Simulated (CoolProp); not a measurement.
A single-stage vapour-compression cycle with methanol: evaporating at 314.15 K (dew point), condensing at 362.15 K (bubble point), superheat 2 K, subcooling 8 K, compressor efficiency 0.7, no pressure losses. Each further row changes one setting.

Values from CoolProp's reference Helmholtz-energy equation of state, de Reuck 1993.

```
case                              cooling COP  pressure ratio  discharge temperature (K)  refrigerating effect (kJ/kg)  volumetric capacity (kJ/m³)
--------------------------------  -----------  --------------  -------------------------  ----------------------------  ---------------------------
as stated                                4.13            6.65                      465.6                          1040                          485
evaporating temperature 319.15 K         4.76            5.30                      451.0                          1040                          604
condensing temperature 357.15 K          4.67            5.60                      450.8                          1050                          492
subcooling 13 K                          4.19            6.65                      465.6                          1050                          492
superheat 12 K                           4.03            6.65                      486.0                          1060                          476
compressor efficiency 0.6                3.54            6.65                      487.9                          1040                          485
```
